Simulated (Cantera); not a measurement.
Feed: 1 mol CsCl, 0.088 mol H2O, 370 mol H2, equilibrated at 850 °C and 1.70 Pa.

Equilibrium computed with Cantera from the NASA thermochemical tables; the gas is ideal and each condensed phase is pure. Candidate condensed phases: Cs, CsCl, CsOH, H2O; 22 gas species. Equilibrium is a limit: real reactors are often held back by kinetics, nucleation or transport.

Base state: H2 0.997, CsCl 0.00264, H2O 0.000237, HCl 5.38e-5, Cs 5.38e-5, H 1.03e-5 (mole fractions); condensed: gas only.

Question: What changes in the equilibrium state with this change: temperature from 850 °C to 1350 °C?

Answer: 
```tsv
species	before	after
H2	0.997	0.979
H	1.03e-5	0.0166
Cs	5.38e-5	0.00145
CsCl	0.00264	0.00122
Cl	<1e-9	1.91e-5
HCl	5.38e-5	0.00143
H2O	0.000237	0.000235
```

Question: What changes in the equilibrium state with this change: temperature from 850 °C to 1425 °C?

Answer: 
| species | before | after |
|---|---|---|
| H2 | 0.997 | 0.961 |
| H | 1.03e-5 | 0.0344 |
| Cs | 5.38e-5 | 0.00177 |
| CsCl | 0.00264 | 0.000874 |
| Cl | <1e-9 | 4.80e-5 |
| HCl | 5.38e-5 | 0.00172 |
| H2O | 0.000237 | 0.000232 |
